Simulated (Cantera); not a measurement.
A Cantera script and its output.

```python
import numpy as np
import cantera as ct

gas = ct.Solution("h2o2.yaml")
gas.TPX = 450, 920000, {'H2': 1, 'O2': 0.294, 'N2': 1.11}
flame = ct.FreeFlame(gas, width=0.0085)
flame.set_refine_criteria(ratio=3, slope=0.08, curve=0.16)
flame.transport_model = "mixture-averaged"
flame.solve(loglevel=0, auto=True)
z, T = flame.grid, flame.T
thick = (T[-1] - T[0]) / np.gradient(T, z).max()
show = ['H2', 'O2', 'H2O2', 'HO2', 'O', 'H2O']
print(f"laminar burning velocity  {flame.velocity[0] * 100:.3f} cm/s")
print(f"burnt temperature         {T[-1]:.1f} K")
print(f"thermal thickness         {thick * 1e3:.4f} mm")
print(f"grid points               {len(z)}")
z0 = z[flame.heat_release_rate.argmax()]
print(f"{'z/mm':>9s}{'T/K':>9s}{'u/(m/s)':>9s}" + "".join(f"{s:>11s}" for s in show))
rows = []
for k in (-3, -2, -1.5, -1, -0.5, -0.25, 0, 0.25, 0.5, 1, 2, 4, 8):
    zz = z0 + k * thick
    rows.append([k * thick, np.interp(zz, z, T), np.interp(zz, z, flame.velocity),
                 *(np.interp(zz, z, flame.X[gas.species_index(s)]) for s in show)])
    print(f"{rows[-1][0] * 1e3:9.3f}{rows[-1][1]:9.1f}{rows[-1][2]:9.3f}" + "".join(f"{x:11.3e}" for x in rows[-1][3:]))
```

Output:

```
laminar burning velocity  514.811 cm/s
burnt temperature         2310.0 K
thermal thickness         0.0237 mm
grid points               117
     z/mm      T/K  u/(m/s)         H2         O2       H2O2        HO2          O        H2O
   -0.071    450.0    5.148  4.160e-01  1.223e-01  7.134e-11  1.052e-09  5.837e-11  1.616e-08
   -0.047    450.1    5.148  4.159e-01  1.223e-01  9.889e-10  1.409e-08  6.951e-10  1.936e-07
   -0.036    450.5    5.150  4.155e-01  1.224e-01  1.928e-08  2.665e-07  8.786e-09  2.940e-06
   -0.024    454.3    5.177  4.134e-01  1.228e-01  4.335e-07  5.917e-06  1.238e-07  5.223e-05
   -0.012    550.9    6.098  3.920e-01  1.250e-01  4.440e-05  6.847e-04  1.004e-05  4.322e-03
   -0.006    901.4    9.608  3.477e-01  1.148e-01  1.389e-04  1.279e-03  2.302e-04  3.788e-02
    0.000   1342.7   13.964  2.849e-01  8.409e-02  5.403e-05  5.932e-04  1.315e-03  1.078e-01
    0.006   1653.9   17.044  2.277e-01  4.581e-02  6.545e-06  2.790e-04  2.195e-03  1.814e-01
    0.012   1828.4   18.766  1.943e-01  2.080e-02  3.175e-06  1.195e-04  1.910e-03  2.282e-01
    0.024   1984.5   20.259  1.753e-01  4.087e-03  1.409e-06  2.209e-05  1.067e-03  2.607e-01
    0.047   2098.9   21.291  1.762e-01  5.678e-04  6.051e-07  3.447e-06  5.431e-04  2.701e-01
    0.095   2184.9   22.036  1.810e-01  1.763e-04  3.021e-07  1.220e-06  2.375e-04  2.741e-01
    0.190   2243.9   22.533  1.845e-01  6.304e-05  1.394e-07  4.195e-07  8.507e-05  2.770e-01
```

Computed with Cantera and the H2/O2 subset of GRI-Mech 3.0, which has no nitrogen chemistry. The hydrogen kinetics of GRI-Mech 3.0 are dated; newer H2 mechanisms differ, most at raised pressure. Burning velocities carry a grid error of a few per cent, more on coarse grids.
